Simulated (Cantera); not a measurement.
Feed: 1 mol MgO, 11 mol CO, a varied amount of CH4, at 2000 K and 0.133 bar.

Method: chemical equilibrium by Gibbs-energy minimisation in Cantera with the NASA 1993 tables (ideal gas, pure condensed phases). Candidate condensed phases: C, C6H6, C7H8, C8H18, H2O, Mg, MgCO3, MgO, Mg(OH)2; 116 gas species. The tables' values for MgH are old estimates; treat these amounts as uncertain. Kinetics and transport are ignored.

At 2.2 mol CH4, list the 5 most abundant gas species with their mole fractions, and the condensed phases.

CO 0.689, H2 0.251, Mg 0.0572, H 0.00223, C2H2 (acetylene) 0.000193. Condensed: C(graphite).
